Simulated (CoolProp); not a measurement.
R22 along the isotherm 500 K: Z from the reference equation and from simpler models built on Tc = 369.3 K, pc = 4.990 MPa, ω = 0.221; each cubic takes its own stable root.

Model: reference Helmholtz-energy equation of state, Kamei 1995, in CoolProp.

```
p (MPa)          phase   reference  van der Waals  Soave-Redlich-Kwong  Peng-Robinson
-------  -------------  ----------  -------------  -------------------  -------------
0.0394             gas      0.9991         0.9989               0.9991         0.9989
0.0748             gas      0.9983         0.9979               0.9983         0.9979
0.142              gas      0.9967         0.9961               0.9968         0.9961
0.269              gas      0.9938         0.9925               0.9940         0.9926
0.51               gas      0.9883         0.9858               0.9887         0.9860
0.966              gas      0.9777         0.9729               0.9787         0.9736
1.83               gas      0.9575     (withheld)           (withheld)         0.9504
3.47               gas      0.9187     (withheld)               0.9251     (withheld)
6.58     supercritical  (withheld)         0.8002               0.8652         0.8370
12.5     supercritical  (withheld)         0.6664               0.7938     (withheld)
```

Question: Complete the blanks.

Answer: 
- 1.83, van der Waals: 0.9480
- 1.83, Soave-Redlich-Kwong: 0.9598
- 3.47, van der Waals: 0.8989
- 3.47, Peng-Robinson: 0.9082
- 6.58, reference: 0.8464
- 12.5, reference: 0.7411
- 12.5, Peng-Robinson: 0.7533
